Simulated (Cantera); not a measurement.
Charge: 1 mol CCl4, 0.95 mol F2, at 2075 K and 7.50 Torr.

Equilibrium computed with Cantera from the NASA thermochemical tables; the gas is ideal and each condensed phase is pure. Candidate condensed phases: C; 27 gas species. Gases not in the tables: C2F6 and larger saturated fluorocarbons. Kinetics and transport are ignored.

Task: What is the equilibrium state?

Result: x(Cl): 0.837
x(CF4): 0.0646
x(CF2): 0.0515
x(F): 0.0359
x(Cl2): 0.00741
x(CF3): 0.00192
x(ClF): 0.000570
x(CClF3): 0.000443
x(CF): 0.000238
n(C(graphite)): 0.443 mol
gas amount: 4.688 mol
